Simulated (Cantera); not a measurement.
A perfectly stirred reactor is fed with CH₄ : H₂O : H₂ = 1 : 1.3 : 0.38 (molar parts), at 101000 Pa; it is held at 1525 K, and followed from long to short residence time.

Cantera simulation using GRI-Mech 3.0 (53 species, 325 reactions); the numbers are that mechanism's predictions, not measurements.

x: mole fraction; the columns are a selection and need not sum to one.

| τ (s) | x CH₄ | x H₂O | x H₂ | x HO₂ | x CH₂ | x H₂O₂ |
|---|---|---|---|---|---|---|
| 5.0 | 0.0883 | 0.287 | 0.496 | <1e-12 | ? | <1e-12 |
| 1.6 | 0.121 | 0.351 | 0.425 | <1e-12 | ? | <1e-12 |
| 0.52 | 0.176 | 0.401 | 0.346 | <1e-12 | 6.18e-9 | <1e-12 |
| 0.17 | 0.248 | 0.438 | 0.267 | <1e-12 | 6.36e-9 | <1e-12 |
| 0.053 | 0.312 | 0.464 | 0.200 | <1e-12 | 6.17e-9 | <1e-12 |
| 0.017 | 0.350 | 0.478 | 0.163 | <1e-12 | 5.89e-9 | <1e-12 |
| 0.0055 | 0.365 | 0.483 | 0.148 | <1e-12 | ? | <1e-12 |
| 0.0018 | 0.371 | 0.485 | 0.143 | <1e-12 | ? | <1e-12 |
| 0.00057 | 0.372 | 0.485 | 0.142 | <1e-12 | ? | <1e-12 |

What belongs in the gaps?


- 5.0, x CH₂: 3.73e-9
- 1.6, x CH₂: 5.27e-9
- 0.0055, x CH₂: 5.34e-9
- 0.0018, x CH₂: 4.16e-9
- 0.00057, x CH₂: 2.52e-9
